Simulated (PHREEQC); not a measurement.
Leach liquor: an equilibrium model

Dissolve 0.0047 mol/kgw HCl, 0.0013 mol/kgw FeSO4 and 0.044 mol/kgw MnSO4 at 25 °C. Closed to the air; pH follows from the charge balance.

Model: ion-association model, wateq4f.dat, run in PHREEQC.

No solid was allowed to form.

**Question.** What pH, ionic strength does the model give?

**Answer.** pH 2.71; ionic strength 0.112 mol/kgw.

**Question.** In which forms is Mn present?

**Answer.** Mn+2 61 %, MnSO4 38 % of the Mn.
